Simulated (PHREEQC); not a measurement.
## Metal-bearing waste water: speciation

Consider water at 28 °C with 0.044 mol FeSO4, 5.8e-05 mol H3AsO4, 6.4e-06 mol NaF and 0.0022 mol NaCl per kg of water. Closed to the air; pH follows from the charge balance.

Computed with PHREEQC (ion-association model, wateq4f.dat).

The pH comes out as 4.66. The ionic strength is 0.107 mol/kgw and the total alkalinity is -0.0580 meq/kg.

| species | molality | activity | log γ |
|---|---|---|---|
| Fe+2 | 0.0262 | 0.0103 | -0.407 |
| SO4-2 | 0.0261 | 0.00947 | -0.440 |
| FeSO4 | 0.0178 | 0.0182 | 0.011 |
| Cl- | 0.00217 | 0.00165 | -0.120 |
| Na+ | 0.00211 | 0.00164 | -0.109 |
| NaSO4- | 0.000101 | 7.92e-5 | -0.106 |
| H2AsO4- | 5.74e-5 | 4.46e-5 | -0.110 |

Precipitation was switched off in this run. Species that the database lacks are ignored. Fluoro complexes past AlF4- and FeF3 are missing from the database.
